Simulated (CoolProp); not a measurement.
A simple Rankine cycle with n-pentane: condensing at 318.15 K, boiler at 0.393 MPa, turbine inlet 395.8 K, turbine efficiency 0.75, pump efficiency 0.6, no recuperator. Each further row changes one setting.

Computed with CoolProp (reference Helmholtz-energy equation of state, Thol 2019).

| case | thermal efficiency (%) | net work (kJ/kg) | heat in (kJ/kg) | turbine exit temperature (K) | volume ratio over the turbine |
|---|---|---|---|---|---|
| as stated | 6.6 | 32.6 | 494 | 376.0 | 2.88 |
| turbine inlet 415.8 K | ? | 34.7 | 538 | 396.3 | 2.86 |
| condensing temperature 310.15 K | ? | 40.6 | 513 | 371.4 | 3.72 |
| boiler pressure 0.275 MPa | 4.5 | 22.2 | 498 | 383.0 | 2.00 |
| turbine efficiency 0.65 | 5.7 | 28.2 | 494 | 378.2 | ? |

Task: Fill in the missing entries.

Result: 
- turbine inlet 415.8 K, thermal efficiency (%): 6.4
- condensing temperature 310.15 K, thermal efficiency (%): 7.9
- turbine efficiency 0.65, volume ratio over the turbine: 2.90
